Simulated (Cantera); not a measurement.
## Equilibrium for aluminium nitride and oxide growth: AlBr₃ + N₂ + H₂

Charge: 1 mol AlBr₃, 0.7 mol N₂, 1.2 mol H₂, held at 3.90 mbar.

Method: chemical equilibrium by Gibbs-energy minimisation in Cantera with the NASA 1993 tables (ideal gas, pure condensed phases). Candidate condensed phases: Al, AlBr₃, AlN, Br₂; 19 gas species. Equilibrium is a limit: real reactors are often held back by kinetics, nucleation or transport.

```
T (°C)   x H₂      x Br  x AlBr₃  x HBr   x N₂    x AlBr       x H      x Al  n AlN(s)
------  -----  --------  -------  -----  -----  --------  --------  --------  --------
627     0.321   2.64e-6    0.283  0.185  0.211  1.71e-10   1.06e-9    <1e-12     0.178
777     0.331   4.24e-5    0.290  0.165  0.214   1.63e-7   7.47e-8    <1e-12     0.160
927     0.338  0.000343    0.294  0.152  0.216   2.73e-5   1.84e-6  1.50e-12     0.148
1077    0.342   0.00176    0.295  0.142  0.217   0.00144   2.23e-5   1.85e-9     0.137
1227    0.334   0.00639    0.276  0.130  0.221    0.0327  0.000163   5.40e-7    0.0714
1377    0.269    0.0312    0.193  0.186  0.211     0.108  0.000755   8.53e-6         0
1527    0.197     0.118   0.0871  0.234  0.184     0.176   0.00255   5.08e-5         0
1677    0.173     0.233   0.0148  0.196  0.160     0.214   0.00764  0.000289         0
1827    0.183     0.300  0.00139  0.130  0.151     0.213    0.0213   0.00151         0
```
x: gas mole fraction; n: condensed amount in mol.

From 627 °C to 1227 °C the condensed part is AlN(s). From 1377 °C to 1827 °C nothing is condensed. The main Al-bearing gas is AlBr₃ at 627 °C and AlBr at 1827 °C.
